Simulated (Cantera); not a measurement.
Charge: 1 mol CuF2, 33 mol H2, equilibrated at 0.150 Pa.

Method: chemical equilibrium by Gibbs-energy minimisation in Cantera with the NASA 1993 tables (ideal gas, pure condensed phases). Candidate condensed phases: Cu, CuF2; 15 gas species. The numbers say what is thermodynamically allowed, not how fast it happens.

Which condensed phases are stable at each of these points (T (K)): 975, 1075, 1175, 1275, 1375, 1475, 1575, 1675, 1775, 1875?


```json
[
 {"T (K)": "975", "condensed phases": "Cu(s)", "Cu condensed (%)": "100.0"},
 {"T (K)": "1075", "condensed phases": "Cu(s)", "Cu condensed (%)": "99.4"},
 {"T (K)": "1175", "condensed phases": "Cu(s)", "Cu condensed (%)": "86.2"},
 {"T (K)": "1275", "condensed phases": "gas only", "Cu condensed (%)": "0.0"},
 {"T (K)": "1375", "condensed phases": "gas only", "Cu condensed (%)": "0.0"},
 {"T (K)": "1475", "condensed phases": "gas only", "Cu condensed (%)": "0.0"},
 {"T (K)": "1575", "condensed phases": "gas only", "Cu condensed (%)": "0.0"},
 {"T (K)": "1675", "condensed phases": "gas only", "Cu condensed (%)": "0.0"},
 {"T (K)": "1775", "condensed phases": "gas only", "Cu condensed (%)": "0.0"},
 {"T (K)": "1875", "condensed phases": "gas only", "Cu condensed (%)": "0.0"}
]
```

From 975 K to 1175 K the condensed part is Cu(s). From 1275 K to 1875 K nothing is condensed.
